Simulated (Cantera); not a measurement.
Input: 1 mol Si₂H₆, 0.0068 mol Cl₂, 9.3 mol N₂, at 927 °C and 0.00133 bar.

Equilibrium computed with Cantera from the NASA thermochemical tables; the gas is ideal and each condensed phase is pure. Candidate condensed phases: NH₄Cl, Si, Si₃N₄; 28 gas species. The feed counts by its element totals alone. N₂ is the only nitrogen source here; it is nearly inert below about 1500 K, so the nitride shown seldom forms there in practice. Rates play no part.

Base state: N₂ 0.726, H₂ 0.273, HCl 0.00124 (mole fractions); condensed: Si₃N₄(s).

### Question
What changes in the equilibrium state with this change: Cl₂ from 0.0068 to 0.02 mol?

### Answer
```tsv
species	before	after
N₂	0.726	0.725
H₂	0.273	0.271
HCl	0.00124	0.00364
Si₃N₄(s), mol	0.667	0.667
```
